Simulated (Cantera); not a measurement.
**Premixed flame**

A freely propagating, adiabatic, planar premixed flame of H2 : O2 : N2 = 1 : 0.82 : 3.08 (molar parts), unburnt at 375 K and 0.120 bar; mixture-averaged transport, grid criteria slope 0.08 and curve 0.16, no radiation.

Model: the H2/O2 subset of GRI-Mech 3.0, which has no nitrogen chemistry, integrated in Cantera. Burning velocities carry a grid error of a few per cent, more on coarse grids. Lean hydrogen flames are cellular in practice and burn faster than this planar one.

```tsv
z (mm)	T (K)	u (m/s)	x H2	x O2	x HO2	x H2O	x O	x H
-17.3	375	1.66	0.204	0.167	<1e-8	<1e-8	<1e-8	<1e-8
-11.5	375	1.66	0.204	0.167	<1e-8	<1e-8	<1e-8	<1e-8
-8.65	375	1.66	0.204	0.167	<1e-8	<1e-8	<1e-8	<1e-8
-5.76	375	1.66	0.204	0.167	4.41e-8	1.43e-7	<1e-8	<1e-8
-2.88	388	1.71	0.197	0.168	7.12e-5	0.000492	1.68e-6	1.69e-5
-1.44	604	2.59	0.163	0.165	5.73e-5	0.0190	0.000102	0.00334
0	977	4.08	0.0849	0.135	2.14e-5	0.0875	0.00353	0.0216
1.44	1238	5.13	0.0260	0.0920	1.16e-5	0.162	0.0105	0.0326
2.88	1366	5.64	0.0151	0.0803	8.48e-6	0.181	0.0122	0.0284
5.76	1499	6.14	0.0130	0.0766	6.45e-6	0.190	0.0111	0.0198
11.5	1624	6.60	0.0106	0.0743	4.83e-6	0.199	0.00867	0.0119
23.1	1733	6.99	0.00745	0.0728	3.37e-6	0.208	0.00581	0.00590
46.1	1814	7.28	0.00433	0.0722	2.13e-6	0.215	0.00329	0.00234
```
x: mole fraction of selected species; z is measured from the peak of heat release.

```
Property                     Value
------------------------  --------
laminar burning velocity  166 cm/s
thermal thickness          5.76 mm
peak x(HO2)               0.000105
peak x(O)                   0.0122
peak x(H)                   0.0326
grid points                    117
```
